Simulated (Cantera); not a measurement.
Cantera run:

```python
import numpy as np
import cantera as ct

gas_names = """
    N2 NO2
""".split()
cond_names = """
    ZrO2(a) ZrO2(b) ZrO2(L) ZrN(s) ZrN(L)
""".split()


# ... load() reads the species with a 1 bar reference pressure and builds the phases ...
species = {s.name: s for s in load("nasa_gas.yaml", gas_names) + load("nasa_condensed.yaml", cond_names)}
# Each term lists the table entries of one substance; the one whose range holds T is used.
reactions = {
    'ZrO2 + N2(g) = ZrN + NO2(g)':
        [(-1, ['ZrO2(a)', 'ZrO2(b)', 'ZrO2(L)']), (-1, ['N2']), (1, ['ZrN(s)', 'ZrN(L)']), (1, ['NO2'])],
}


def pick(names, T):
    return next(species[n] for n in names if species[n].thermo.min_temp <= T <= species[n].thermo.max_temp)


results = []
for label, terms in reactions.items():
    print(label)
    print("     T/K   dH/kJ  dS/(J/K)   dG/kJ   log10 K")
    for T in [300, 1450, 1550, 1650, 1750, 1850, 1950, 2050, 2150]:
        used = [(nu, pick(names, T)) for nu, names in terms]
        dH = sum(nu * s.thermo.h(T) for nu, s in used) / 1e6
        dS = sum(nu * s.thermo.s(T) for nu, s in used) / 1e3
        dG = dH - T * dS / 1e3
        logK = -dG * 1e6 / (ct.gas_constant * T * np.log(10))
        results.append((label, T, dH, dS, dG, logK, [s.name for _, s in used]))
        print(f"{T:8g} {dH:8.1f} {dS:8.1f} {dG:8.1f} {logK:8.2f}")
```

It prints:

```
ZrO2 + N2(g) = ZrN + NO2(g)
     T/K   dH/kJ  dS/(J/K)   dG/kJ   log10 K
     300    766.4     37.1    755.3  -131.50
    1450    761.7     29.1    719.4   -25.92
    1550    755.9     25.3    716.8   -24.16
    1650    756.4     25.5    714.2   -22.61
    1750    756.9     25.9    711.7   -21.24
    1850    757.6     26.2    709.1   -20.02
    1950    758.3     26.6    706.4   -18.92
    2050    759.1     27.0    703.8   -17.93
    2150    760.0     27.4    701.0   -17.03
```

Standard-state values (1 bar) from the NASA 1993 polynomials, evaluated with Cantera. ZrN: taken at fixed stoichiometry. Condensed species are held in their standard states even where they would react or evaporate.
